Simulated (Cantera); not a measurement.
A perfectly stirred reactor is fed with CH3OH : O2 : N2 : H2O = 1 : 2.03 : 7.62 : 0.37 (molar parts), equivalence ratio 0.74, at 4.05 atm; it is adiabatic with a 575 K inlet, and is followed from long to short residence time, starting on the burning branch (τ in s: 0.25, 0.068, 0.018, 0.0048, 0.0013, 0.00034, 9e-05, 2.4e-05, 6.4e-06).

Cantera simulation using GRI-Mech 3.0 (53 species, 325 reactions); the numbers are that mechanism's predictions, not measurements. GRI-Mech 3.0 was tuned for natural gas; its chemistry of methanol as a main component is partial and can be far from experiment.

Problem. What does this change do: pressure from 4.05 atm to 1.00 atm?

Solution. 
```csv
quantity,before,after
"blow-out, bracketed by the residence times tried","burning at 90.0 µs, out at 24.0 µs","burning at 90.0 µs, out at 24.0 µs"
x(CH3OH) at τ = 0.250 s,2.15e-7,5.73e-7
x(O2) at τ = 0.250 s,0.0451,0.0455
x(H2O) at τ = 0.250 s,0.204,0.203
x(NO) at τ = 0.250 s,0.00137,0.000748
x(C2H) at τ = 0.250 s,<1e-12,<1e-12
x(CH3OH) at τ = 1.30 ms,1.91e-5,3.00e-5
x(O2) at τ = 1.30 ms,0.0471,0.0502
x(H2O) at τ = 1.30 ms,0.201,0.194
x(NO) at τ = 1.30 ms,4.38e-5,2.54e-5
x(C2H) at τ = 1.30 ms,<1e-12,<1e-12
```

Problem. What does this change do: 0.07 parts H2 added?

Solution. 
| quantity | before | after |
|---|---|---|
| blow-out, bracketed by the residence times tried | burning at 90.0 µs, out at 24.0 µs | burning at 90.0 µs, out at 24.0 µs |
| x(CH3OH) at τ = 0.250 s | 2.15e-7 | 1.87e-7 |
| x(O2) at τ = 0.250 s | 0.0451 | 0.0418 |
| x(H2O) at τ = 0.250 s | 0.204 | 0.209 |
| x(NO) at τ = 0.250 s | 0.00137 | 0.00174 |
| x(C2H) at τ = 0.250 s | <1e-12 | <1e-12 |
| x(CH3OH) at τ = 1.30 ms | 1.91e-5 | 1.74e-5 |
| x(O2) at τ = 1.30 ms | 0.0471 | 0.0440 |
| x(H2O) at τ = 1.30 ms | 0.201 | 0.206 |
| x(NO) at τ = 1.30 ms | 4.38e-5 | 5.41e-5 |
| x(C2H) at τ = 1.30 ms | <1e-12 | <1e-12 |

Problem. What does this change do: pressure from 4.05 atm to 16.8 atm?

Solution. 
| quantity | before | after |
|---|---|---|
| blow-out, bracketed by the residence times tried | burning at 90.0 µs, out at 24.0 µs | burning at 24.0 µs, out at 6.40 µs |
| x(CH3OH) at τ = 0.250 s | 2.15e-7 | 7.73e-8 |
| x(O2) at τ = 0.250 s | 0.0451 | 0.0446 |
| x(H2O) at τ = 0.250 s | 0.204 | 0.205 |
| x(NO) at τ = 0.250 s | 0.00137 | 0.00223 |
| x(C2H) at τ = 0.250 s | <1e-12 | <1e-12 |
| x(CH3OH) at τ = 1.30 ms | 1.91e-5 | 1.09e-5 |
| x(O2) at τ = 1.30 ms | 0.0471 | 0.0462 |
| x(H2O) at τ = 1.30 ms | 0.201 | 0.204 |
| x(NO) at τ = 1.30 ms | 4.38e-5 | 4.67e-5 |
| x(C2H) at τ = 1.30 ms | <1e-12 | <1e-12 |
The pressure lies above the range GRI-Mech 3.0 was tuned for (to about 10 atm).
